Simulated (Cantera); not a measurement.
An adiabatic, constant-volume homogeneous reactor starts with CH4 : C2H6 : O2 : N2 = 1 : 0.032 : 3.77 : 14.2 (molar parts), at 1198 K and 10.0 bar. Integrator tolerance rtol = 1e-08.

Detailed kinetics in Cantera: GRI-Mech 3.0 (53 species, 325 reactions).

Q: What does this change do: pressure from 10.0 bar to 5.00 bar?

A: 
```tsv
quantity	before	after
time of steepest temperature rise	2.00 ms	3.77 ms
temperature at 4.00 s	2554 K	2540 K
equilibrium temperature	2554 K	2540 K
x(CH4) at 4.00 s	<1e-12 (gas-phase equilibrium <1e-12)	<1e-12 (gas-phase equilibrium <1e-12)
x(C2H6) at 4.00 s	<1e-12 (gas-phase equilibrium <1e-12)	<1e-12 (gas-phase equilibrium <1e-12)
x(O2) at 4.00 s	0.0785 (gas-phase equilibrium 0.0785)	0.0787 (gas-phase equilibrium 0.0787)
x(HCO) at 4.00 s	9.88e-10 (gas-phase equilibrium 9.88e-10)	1.00e-9 (gas-phase equilibrium 1.00e-9)
x(CH2CO) at 4.00 s	<1e-12 (gas-phase equilibrium <1e-12)	<1e-12 (gas-phase equilibrium <1e-12)
x(NO) at 4.00 s	0.0150 (gas-phase equilibrium 0.0150)	0.0146 (gas-phase equilibrium 0.0146)
x(HCN) at 4.00 s	1.16e-11 (gas-phase equilibrium 1.16e-11)	1.15e-11 (gas-phase equilibrium 1.15e-11)
```

Q: What does this change do: O2 3.77 to 2.9 parts?

A: 
```json
[
 {"quantity": "time of steepest temperature rise", "before": "2.00 ms", "after": "2.62 ms"},
 {"quantity": "temperature at 4.00 s", "before": "2554 K", "after": "2608 K"},
 {"quantity": "equilibrium temperature", "before": "2554 K", "after": "2608 K"},
 {"quantity": "x(CH4) at 4.00 s", "before": "<1e-12 (gas-phase equilibrium <1e-12)", "after": "<1e-12 (gas-phase equilibrium <1e-12)"},
 {"quantity": "x(C2H6) at 4.00 s", "before": "<1e-12 (gas-phase equilibrium <1e-12)", "after": "<1e-12 (gas-phase equilibrium <1e-12)"},
 {"quantity": "x(O2) at 4.00 s", "before": "0.0785 (gas-phase equilibrium 0.0785)", "after": "0.0379 (gas-phase equilibrium 0.0379)"},
 {"quantity": "x(HCO) at 4.00 s", "before": "9.88e-10 (gas-phase equilibrium 9.88e-10)", "after": "3.03e-9 (gas-phase equilibrium 3.03e-9)"},
 {"quantity": "x(CH2CO) at 4.00 s", "before": "<1e-12 (gas-phase equilibrium <1e-12)", "after": "<1e-12 (gas-phase equilibrium <1e-12)"},
 {"quantity": "x(NO) at 4.00 s", "before": "0.0150 (gas-phase equilibrium 0.0150)", "after": "0.0116 (gas-phase equilibrium 0.0116)"},
 {"quantity": "x(HCN) at 4.00 s", "before": "1.16e-11 (gas-phase equilibrium 1.16e-11)", "after": "5.77e-11 (gas-phase equilibrium 5.77e-11)"}
]
```

Q: What does this change do: pressure from 10.0 bar to 0.420 bar?

A: 
```tsv
quantity	before	after
time of steepest temperature rise	2.00 ms	28.3 ms
temperature at 4.00 s	2554 K	2467 K
equilibrium temperature	2554 K	2467 K
x(CH4) at 4.00 s	<1e-12 (gas-phase equilibrium <1e-12)	<1e-12 (gas-phase equilibrium <1e-12)
x(C2H6) at 4.00 s	<1e-12 (gas-phase equilibrium <1e-12)	<1e-12 (gas-phase equilibrium <1e-12)
x(O2) at 4.00 s	0.0785 (gas-phase equilibrium 0.0785)	0.0795 (gas-phase equilibrium 0.0795)
x(HCO) at 4.00 s	9.88e-10 (gas-phase equilibrium 9.88e-10)	7.85e-10 (gas-phase equilibrium 7.85e-10)
x(CH2CO) at 4.00 s	<1e-12 (gas-phase equilibrium <1e-12)	<1e-12 (gas-phase equilibrium <1e-12)
x(NO) at 4.00 s	0.0150 (gas-phase equilibrium 0.0150)	0.0129 (gas-phase equilibrium 0.0129)
x(HCN) at 4.00 s	1.16e-11 (gas-phase equilibrium 1.16e-11)	7.77e-12 (gas-phase equilibrium 7.77e-12)
```
